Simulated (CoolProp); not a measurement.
Properties of tetrahydrofuran along the isobar 80.3 bar.

Values from CoolProp's reference Helmholtz-energy equation of state, Fiedler 2023.

| T (K) | phase | density (kg/m³) | cp (kJ/(kg K)) | cv (kJ/(kg K)) | isothermal compressibility (1/MPa) | expansivity (1/kK) |
|---|---|---|---|---|---|---|
| 365.1 | liquid | 815.7 | 1.972 | 1.430 | (withheld) | 1.395 |
| 386 | liquid | (withheld) | 2.060 | 1.505 | 0.001954 | 1.491 |
| 406.9 | liquid | 766.3 | 2.151 | 1.579 | 0.002413 | 1.612 |
| 427.8 | liquid | 739.8 | 2.247 | 1.653 | 0.003042 | 1.768 |
| 448.6 | liquid | 711.6 | (withheld) | 1.724 | (withheld) | 1.975 |
| 469.5 | liquid | 680.9 | 2.464 | (withheld) | 0.005316 | 2.271 |
| 490.4 | liquid | 646.5 | (withheld) | 1.865 | 0.007631 | 2.723 |
| 511.3 | liquid | 606.3 | 2.788 | 1.934 | 0.01213 | 3.504 |
| 532.1 | liquid | 555.5 | 3.095 | 2.003 | 0.02322 | 5.144 |

Question: Some entries are withheld; supply them.

Answer: 
- 365.1, isothermal compressibility (1/MPa): 0.001608
- 386, density (kg/m³): 791.5
- 448.6, cp (kJ/(kg K)): 2.349
- 448.6, isothermal compressibility (1/MPa): 0.003938
- 469.5, cv (kJ/(kg K)): 1.795
- 490.4, cp (kJ/(kg K)): 2.602
